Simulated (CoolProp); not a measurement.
Properties of R143a along the isobar 21.9 MPa.

Computed with CoolProp (reference Helmholtz-energy equation of state, Lemmon and Jacobsen 2000).

```csv
T (K),phase,Z,conductivity (mW/(m K))
228.4,liquid,0.8012,111
255.6,liquid,0.7542,100
282.7,liquid,0.7213,91.0
309.9,liquid,0.7003,?
337,liquid,0.6903,76.5
364.2,supercritical,0.6913,70.8
391.4,supercritical,0.7035,66.3
418.5,supercritical,?,62.9
445.7,supercritical,0.7580,60.5
472.8,supercritical,0.7948,59.2
500,supercritical,0.8333,?
```

**Question.** Complete the blanks.

**Answer.** 
- 309.9, conductivity (mW/(m K)): 83.1
- 418.5, Z: 0.7263
- 500, conductivity (mW/(m K)): 58.7

Thermal conductivity comes from a separate model (McLinden 2000), an estimate that may be off by 10 % or more.
